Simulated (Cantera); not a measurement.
# Ignition delay

Mixture: 8.58 % CH₄, 0.446 % H₂, 19.1 % O₂, 71.8 % N₂, equivalence ratio 0.91, at 4.93 atm, adiabatic and at constant pressure. Ignition delay is the time to a rise of 400 K.

Computed with Cantera and GRI-Mech 3.0 (53 species, 325 reactions).

```json
[
 {"T0 (K)": "1198", "delay (ms)": "5.22"},
 {"T0 (K)": "1298", "delay (ms)": "1.84"},
 {"T0 (K)": "1398", "delay (ms)": "0.667"},
 {"T0 (K)": "1498", "delay (ms)": "0.257"},
 {"T0 (K)": "1598", "delay (ms)": "0.108"},
 {"T0 (K)": "1698", "delay (ms)": "0.0497"},
 {"T0 (K)": "1798", "delay (ms)": "0.0252"},
 {"T0 (K)": "1898", "delay (ms)": "0.0139"}
]
```

```
Quantity                                                Result
--------------------------------------------------  ----------
apparent activation energy between 1698 and 1898 K  170 kJ/mol
```
